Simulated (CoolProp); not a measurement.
Model: reference Helmholtz-energy equation of state, Lemmon 2006, in CoolProp. It is a short technical equation, of lower accuracy than the large ones.

Give the vapour pressure (kPa), vapour density (kg/m³), enthalpy of vaporisation (kJ/kg), surface tension (mN/m) of saturated acetone at 393.9, 462 K.


```json
[
 {"T (K)": "393.9", "p (kPa)": "615", "vapour density (kg/m³)": "12.9", "enthalpy of vaporisation (kJ/kg)": "420", "surface tension (mN/m)": "11.2"},
 {"T (K)": "462", "p (kPa)": "2300", "vapour density (kg/m³)": "54.8", "enthalpy of vaporisation (kJ/kg)": "289", "surface tension (mN/m)": "3.91"}
]
```

Surface tension comes from a separate correlation (Mulero 2012).
